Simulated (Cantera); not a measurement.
Cantera run, input and output.

```python
import numpy as np
import cantera as ct

gas = ct.Solution("h2o2.yaml")
gas.TPX = 1100, 610, {'H2': 0.037, 'O2': 1, 'N2': 3.5}
inlet = ct.Reservoir(gas, clone=True)

reactor = ct.IdealGasConstPressureReactor(gas, energy="off", clone=False)
exhaust = ct.Reservoir(gas, clone=True)
tau = [3.2, 1.5, 0.66, 0.3, 0.14, 0.063, 0.029, 0.013, 0.006][0]
for a, b in ((inlet, reactor), (reactor, exhaust)):
    ct.MassFlowController(a, b, mdot=lambda t: reactor.mass / tau)
net = ct.ReactorNet([reactor])
show = ['H2', 'O2', 'H2O2', 'H2O', 'HO2', 'O', 'OH']

rows = []
print(f"{'tau/s':>10s}{'T/K':>9s}" + "".join(f"{s:>11s}" for s in show))
for tau in [3.2, 1.5, 0.66, 0.3, 0.14, 0.063, 0.029, 0.013, 0.006]:
    net.initial_time = 0.0
    net.advance(30 * tau)
    before = gas.X
    net.advance(40 * tau)
    drift = np.max(np.abs(gas.X - before) / (gas.X + 1e-9))
    rows.append([gas.T, *gas[show].X, drift])
    print(f"{tau:10.3e}{gas.T:9.1f}" + "".join(f"{x:11.3e}" for x in gas[show].X))
```

It prints:

```
     tau/s      T/K         H2         O2       H2O2        H2O        HO2          O         OH
 3.200e+00   1100.0  7.326e-05  2.162e-01  6.865e-09  7.878e-03  2.514e-07  1.582e-03  2.440e-04
 1.500e+00   1100.0  1.127e-04  2.158e-01  7.314e-09  7.723e-03  2.899e-07  2.270e-03  3.020e-04
 6.600e-01   1100.0  1.807e-04  2.154e-01  7.998e-09  7.484e-03  3.282e-07  3.086e-03  3.730e-04
 3.000e-01   1100.0  2.919e-04  2.150e-01  9.170e-09  7.179e-03  3.610e-07  3.735e-03  4.500e-04
 1.400e-01   1100.0  4.839e-04  2.149e-01  1.121e-08  6.797e-03  3.901e-07  4.049e-03  5.366e-04
 6.300e-02   1100.0  8.595e-04  2.151e-01  1.471e-08  6.248e-03  4.172e-07  3.972e-03  6.412e-04
 2.900e-02   1100.0  1.541e-03  2.156e-01  1.937e-08  5.471e-03  4.369e-07  3.526e-03  7.403e-04
 1.300e-02   1100.0  2.817e-03  2.165e-01  2.356e-08  4.259e-03  4.435e-07  2.727e-03  7.842e-04
 6.000e-03   1100.0  4.880e-03  2.180e-01  2.034e-08  2.526e-03  4.240e-07  1.632e-03  6.483e-04
```

Cantera simulation using the H2/O2 subset of GRI-Mech 3.0, which has no nitrogen chemistry; the numbers are that mechanism's predictions, not measurements. Radical loss at walls, strong at low pressure, is not modelled.
